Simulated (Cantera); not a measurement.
A freely propagating, adiabatic, planar premixed flame of CH3OH : O2 : N2 : H2O = 1 : 1.25 : 4.7 : 1.3 (molar parts), unburnt at 625 K and 101000 Pa; mixture-averaged transport, grid criteria slope 0.08 and curve 0.16, no radiation.

Detailed kinetics in Cantera: GRI-Mech 3.0 (53 species, 325 reactions). GRI-Mech 3.0 was tuned for natural gas; its chemistry of methanol as a main component is partial and can be far from experiment. Burning velocities carry a grid error of a few per cent, more on coarse grids.

Problem. How do the results move with these cheaper or finer settings: unity-Lewis-number transport; multicomponent transport; multicomponent+Soret transport; grid criteria slope 0.5, curve 1; grid criteria slope 0.25, curve 0.5; grid criteria slope 0.03, curve 0.06?

Solution. 
```tsv
setting	laminar burning velocity	thermal thickness	peak x(CH2O)	peak x(CH2)	grid points
as above	127 cm/s	0.290 mm	0.0106	9.70e-6	121
unity-Lewis-number transport	82.0 cm/s	0.402 mm	0.00629	1.00e-5	124
multicomponent transport	127 cm/s	0.296 mm	0.0107	9.76e-6	121
multicomponent+Soret transport	125 cm/s	0.298 mm	0.0106	9.53e-6	122
grid criteria slope 0.5, curve 1	149 cm/s	0.321 mm	0.0105	1.01e-5	38
grid criteria slope 0.25, curve 0.5	137 cm/s	0.301 mm	0.0106	9.94e-6	60
grid criteria slope 0.03, curve 0.06	124 cm/s	0.288 mm	0.0106	9.54e-6	320
```
The base run took very roughly 14 core-seconds.
Unity Lewis numbers drop preferential diffusion, which matters most where H2 and H carry the flame; Soret adds thermal diffusion.
